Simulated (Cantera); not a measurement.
Charge: 1 mol FeS2, 4.9 mol O2, 0.88 mol N2, held at 6.90 bar.

Equilibrium computed with Cantera from the NASA thermochemical tables; the gas is ideal and each condensed phase is pure. Candidate condensed phases: Fe, FeO, FeS, FeSO4, FeS2, Fe2O3, Fe2(SO4)3, Fe3O4, S; 19 gas species. The numbers say what is thermodynamically allowed, not how fast it happens. All values below are at 1200 K.

Base state: O2 0.391, SO2 0.297, N2 0.186, SO3 0.126, NO 0.000130 (mole fractions); condensed: Fe2O3(s).

Question: What changes in the equilibrium state with this change: N2 from 0.88 to 8.7 mol?

Answer: 
```
species          before     after
-------------  --------  --------
N2                0.186     0.688
O2                0.391     0.153
SO2               0.297     0.125
SO3               0.126    0.0331
NO             0.000130  0.000156
Fe2O3(s), mol     0.500     0.500
```
